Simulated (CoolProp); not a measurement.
Acetone along the isotherm 550 K: fugacity coefficient from the reference equation and from simpler models built on Tc = 508.1 K, pc = 4.692 MPa, ω = 0.307; each cubic takes its own stable root.

The numbers come from the reference Helmholtz-energy equation of state, Lemmon 2006 in CoolProp. It is a short technical equation, of lower accuracy than the large ones.

| p (MPa) | phase | reference |
|---|---|---|
| 1.56 | gas | 0.9038 |
| 3.13 | gas | 0.8130 |
| 4.69 | gas | 0.7280 |
| 6.26 | supercritical | 0.6464 |
| 7.82 | supercritical | 0.5692 |
| 9.38 | supercritical | 0.5040 |
| 10.9 | supercritical | 0.4558 |
| 12.5 | supercritical | 0.4170 |
| 14.1 | supercritical | 0.3869 |
| 15.6 | supercritical | 0.3644 |
| 17.2 | supercritical | 0.3449 |
| 18.8 | supercritical | 0.3289 |
| 20.3 | supercritical | 0.3165 |
| 21.9 | supercritical | 0.3053 |
| 23.5 | supercritical | 0.2959 |

How far does each simpler model (van der Waals, Redlich-Kwong, Soave-Redlich-Kwong, Peng-Robinson) lie from the reference over these 15 states: mean and median of the absolute difference, and the worst?


- van der Waals: mean 12.1 %, median 10.3 %, worst +28.0 % at 550 K and 23.5 MPa
- Redlich-Kwong: mean 7.1 %, median 6.7 %, worst +15.1 % at 550 K and 23.5 MPa
- Soave-Redlich-Kwong: mean 12.8 %, median 13.5 %, worst +23.8 % at 550 K and 23.5 MPa
- Peng-Robinson: mean 6.0 %, median 6.4 %, worst +12.2 % at 550 K and 23.5 MPa
